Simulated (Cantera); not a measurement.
## Catalytic combustion on Pt

An isothermal plug-flow reactor at 1298 K and 82000 Pa (inlet), inlet velocity 0.84 m/s, active area per volume 130 1/m; feed 0.351 % CH4, 3.03 % O2, 95.7 % N2, 0.885 % H2O, equivalence ratio 0.23.

Cantera simulation using Deutschmann's 1995 Pt surface mechanism with GRI-Mech 3.0 gas chemistry; the numbers are that mechanism's predictions, not measurements. Catalytic surfaces can have several steady states; this one follows from the mechanism file's or the stated starting coverage. Mass transfer to the wall is taken as infinitely fast.

| z (m) | x CH4 | x O2 | x H2O | x CO2 | x CO | θ free Pt | θ O* | θ OH* |
|---|---|---|---|---|---|---|---|---|
| 8.4e-05 | 0.00346 | 0.0302 | 0.00895 | 4.40e-5 | 7.47e-6 | 0.630 | 0.369 | 0.000835 |
| 0.00016 | 0.00341 | 0.0301 | 0.00905 | 8.85e-5 | 8.88e-6 | 0.630 | 0.369 | 0.000839 |
| 0.00031 | 0.00331 | 0.0299 | 0.00923 | 0.000177 | 9.12e-6 | 0.630 | 0.369 | 0.000847 |
| 0.00061 | 0.00312 | 0.0296 | 0.00958 | 0.000349 | 8.74e-6 | 0.631 | 0.368 | 0.000861 |
| 0.0012 | 0.00277 | 0.0289 | 0.0102 | 0.000660 | 7.94e-6 | 0.632 | 0.367 | 0.000887 |
| 0.0023 | 0.00221 | 0.0279 | 0.0113 | 0.00116 | 6.66e-6 | 0.634 | 0.365 | 0.000928 |
| 0.0044 | 0.00141 | 0.0265 | 0.0127 | 0.00187 | 4.97e-6 | 0.636 | 0.363 | 0.000982 |
| 0.0084 | 0.000562 | 0.0248 | 0.0144 | 0.00265 | 3.16e-6 | 0.639 | 0.360 | 0.00104 |
x: gas mole fraction; θ: surface coverage.
